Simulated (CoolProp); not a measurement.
The fluid at 293.15 K and 0.788 MPa is compressed adiabatically to 2.9 MPa with isentropic efficiency 1. The same conditions are run with several fluids, on thermodynamics alone (safety and materials aside).

Computed with CoolProp (reference Helmholtz-energy equation of state of each fluid (R407C: Lemmon 2003; carbon dioxide: Span 1996; methane: Setzmann 1991; normal hydrogen: Leachman 2009; hydrogen chloride: Thol 2018)). Blends and air are pseudo-pure fits.

```json
[
 {"fluid": "R407C", "work (kJ/kg)": "31.8", "final temperature (K)": "355.9", "final phase": "gas", "final density (kg/m³)": "120"},
 {"fluid": "carbon dioxide", "work (kJ/kg)": "79.7", "final temperature (K)": "391.8", "final phase": "gas", "final density (kg/m³)": "41.6"},
 {"fluid": "methane", "work (kJ/kg)": "227", "final temperature (K)": "393.6", "final phase": "gas", "final density (kg/m³)": "14.4"},
 {"fluid": "normal hydrogen", "work (kJ/kg)": "1930", "final temperature (K)": "425.6", "final phase": "supercritical", "final density (kg/m³)": "1.63"},
 {"fluid": "hydrogen chloride", "work (kJ/kg)": "100.0", "final temperature (K)": "426.8", "final phase": "gas", "final density (kg/m³)": "31.6"}
]
```
